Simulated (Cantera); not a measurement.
Feed: 1 mol Si, 1.3 mol Cl2, 7.1 mol H2, at 900 Torr.

Equilibrium computed with Cantera from the NASA thermochemical tables; the gas is ideal and each condensed phase is pure. Candidate condensed phases: Si; 19 gas species. Rates play no part.

What share of the Si ends up in condensed phases as a function of T (K), at 575, 675, 775, 875, 975, 1075, 1175?


| T (K) | Si condensed (%) | as |
|---|---|---|
| 575 | 26.1 | Si(s) |
| 675 | 26.3 | Si(s) |
| 775 | 26.6 | Si(s) |
| 875 | 27.2 | Si(s) |
| 975 | 28.3 | Si(s) |
| 1075 | 30.0 | Si(s) |
| 1175 | 32.4 | Si(s) |
